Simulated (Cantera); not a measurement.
# Thermodynamics of silicon oxide and oxynitride deposition, feed TEOS + H2O + N2

A closed system holds: 1 mol TEOS, 15 mol H2O, 18 mol N2, held at 0.00133 bar.

These are equilibrium values from Cantera (NASA tables, ideal gas, pure condensed phases), not measurements of a reactor. Candidate condensed phases: C, C6H6, C7H8, C8H18, H2O, Si, SiC, SiO2, Si2N2O, Si3N4; 151 gas species. The feed counts by its element totals alone. The tables hold silica as quartz up to 1696 K and as liquid above; real silica turns to tridymite and cristobalite and melts near 1996 K. Kinetics and transport are ignored.

From 875 °C to 1400 °C the condensed part is SiO2(β-quartz). At 1475 °C the condensed part is SiO2(condensed).

```csv
T (°C),log p N2,log p H2,log p H2O,log p CO,log p CO2,log p H,log p SiO,log p OH,n SiO2(β-quartz),n SiO2(condensed)
875,-3.33,-3.33,-3.74,-3.80,-4.28,-8.81,-14.18,-11.44,1.00,0
950,-3.33,-3.33,-3.72,-3.79,-4.34,-8.19,-12.67,-10.62,1.00,0
1025,-3.33,-3.34,-3.71,-3.77,-4.39,-7.64,-11.34,-9.90,1.00,0
1100,-3.33,-3.34,-3.70,-3.76,-4.44,-7.15,-10.15,-9.26,1.000,0
1175,-3.33,-3.35,-3.69,-3.75,-4.48,-6.71,-9.09,-8.68,1.000,0
1250,-3.33,-3.35,-3.69,-3.75,-4.52,-6.31,-8.14,-8.16,1.000,0
1325,-3.33,-3.35,-3.68,-3.74,-4.55,-5.95,-7.28,-7.69,0.998,0
1400,-3.33,-3.35,-3.68,-3.74,-4.58,-5.62,-6.50,-7.26,0.988,0
1475,-3.33,-3.36,-3.67,-3.74,-4.61,-5.32,-5.80,-6.87,0,0.939
```
log p: log10 of the partial pressure in bar; n: condensed amount in mol.
